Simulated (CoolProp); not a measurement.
The numbers come from the reference Helmholtz-energy equation of state, Wu 2012 in CoolProp.

Task: For fluoroethane (R161), give the phase and the Z, cp (kJ/(kg K)), cv (kJ/(kg K)), Joule-Thomson coefficient (K/MPa) at 271.1 K and 5000 kPa; 402.3 K and 5000 kPa.

Result: 
- 271.1 K and 5000 kPa: liquid; Z 0.138, cp 2.08, cv 1.41, Joule-Thomson coefficient -0.272
- 402.3 K and 5000 kPa: gas; Z 0.656, cp 2.64, cv 1.63, Joule-Thomson coefficient 9.97
